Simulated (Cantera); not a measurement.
A closed system holds: 1 mol CaO, 19 mol HBr, 8.6 mol O₂, held at 1252 °C and 0.225 Torr.

Method: chemical equilibrium by Gibbs-energy minimisation in Cantera with the NASA 1993 tables (ideal gas, pure condensed phases). Rates play no part.

| species | before | after |
|---|---|---|
| O₂ | 0.139 | 0.502 |
| Br | 0.525 | 0.318 |
| H₂O | 0.276 | 0.161 |
| CaBr₂ | 0.0137 | 0.00263 |
| HBr | 0.0445 | 0.0149 |
| H₂ | 0.000112 | 3.45e-5 |
| Br₂ | 0.000711 | 0.000261 |
| O | 0.000122 | 0.000232 |
| H | 1.45e-5 | 8.02e-6 |
| OH | 0.00110 | 0.00116 |
| CaO(s), mol | 0.566 | 0.961 |
Gas species are given as mole fractions.

Problem. What was changed between the two runs?
(A) O₂ from 8.6 to 0.13 mol
(B) temperature from 1252 °C to 800 °C
(C) HBr from 19 to 5 mol
(D) pressure from 0.225 Torr to 100 Torr

Solution. C, HBr from 19 to 5 mol
